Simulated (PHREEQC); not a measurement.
3.1 g of hydrous ferric oxide (600 m²/g; 0.2 weak and 0.005 strong sites per Fe, Dzombak-Morel constants, diffuse double layer) in 1 kg of water with 0.01 mol/kgw of an inert sodium salt and 0.00033 mol NaF and 1e-05 mol MnCl2, at 25 °C; the pH is set by adding NaOH or the inert anion's acid. No oxygen is let in. The system is closed to CO2. Nothing may precipitate in this run.

Computed with PHREEQC (ion-association model, wateq4f.dat).

### Question
Predict F sorbed (%), Mn sorbed (%) at pH = 4, 4.5, 6.5, 7.5, 8.5.

### Answer
| pH | F sorbed (%) | Mn sorbed (%) |
|---|---|---|
| 4 | 99.4 | 0.0 |
| 4.5 | 99.1 | 0.1 |
| 6.5 | 83.7 | 81.2 |
| 7.5 | 41.8 | 99.7 |
| 8.5 | 8.2 | 100.0 |

The oxide is taken as insoluble; below pH 4 it would dissolve.
